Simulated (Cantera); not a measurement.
A Cantera script and what it prints.

```python
import numpy as np
import cantera as ct

gas_names = """
    N NO NO2 NO3 N2 N2O O O2 O3 S SN SO SO2 SO3 S2 S2O S8
""".split()
cond_names = """
    S(cr1) S(cr2) S(L)
""".split()


# ... load() reads the species with a 1 bar reference pressure and builds the phases ...
atoms = {
    'N2O': {'N': 2, 'O': 1},
    'SO2': {'S': 1, 'O': 2},
    'N2': {'N': 2},
}
top_T = {}  # K; cautious upper limits of use, not melting points


# ... equilibrate(T, P, feed) seeds the gas with the atoms and calls Mixture.equilibrate('TP', solver="vcs", rtol=1e-11, max_steps=5000) ...
results = []
feed = {'N2O': 1, 'SO2': 0.037, 'N2': 24}  # mol
T = 1125  # K
P = 69000  # Pa
mix = equilibrate(T, P, feed)
results.append((T, P, feed, dict(zip(mix.species_names, mix.species_moles))))
x = sorted(zip(gas.X, gas.species_names), reverse=True)
print(f"T = {T:g} K  P = {P:g} Pa  gas = {mix.phase_moles(0):.4g} mol")
print("   x: " + "  ".join(f"{s} {v:.3e}" for v, s in x if v > 0.001))
print("   condensed (mol): " + ("  ".join(f"{mix.phase(i).name} {mix.phase_moles(i):.4g}"
      for i in range(1, mix.n_phases) if mix.phase_moles(i) > 1e-12) or "none"))
```

It prints:

```
T = 1125 K  P = 69000 Pa  gas = 25.54 mol
   x: N2 9.790e-01  O2 1.952e-02  SO2 1.371e-03
   condensed (mol): none
```

These are equilibrium values from Cantera (NASA tables, ideal gas, pure condensed phases), not measurements of a reactor.
